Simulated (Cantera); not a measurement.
Feed: 1 mol BN, 35 mol Cl2, 3.5 mol N2, at 900 °C and 1.00 Torr.

These are equilibrium values from Cantera (NASA tables, ideal gas, pure condensed phases), not measurements of a reactor. Candidate condensed phases: B, BN; 10 gas species. The numbers say what is thermodynamically allowed, not how fast it happens.

Base state: Cl2 0.790, N2 0.0994, Cl 0.0862, BCl3 0.0249 (mole fractions); condensed: gas only.

What changes in the equilibrium state with this change: BN replaced by AlN?


| species | before | after |
|---|---|---|
| Cl2 | 0.790 | 0.790 |
| N2 | 0.0994 | 0.0994 |
| Cl | 0.0862 | 0.0862 |
| AlCl3 | 0 | 0.0249 |
| BCl3 | 0.0249 | 0 |
Further candidate phases: Al, AlCl3, AlN.

What changes in the equilibrium state with this change: pressure from 1.00 Torr to 128 Torr?


| species | before | after |
|---|---|---|
| Cl2 | 0.790 | 0.863 |
| N2 | 0.0994 | 0.103 |
| BCl3 | 0.0249 | 0.0259 |
| Cl | 0.0862 | 0.00798 |
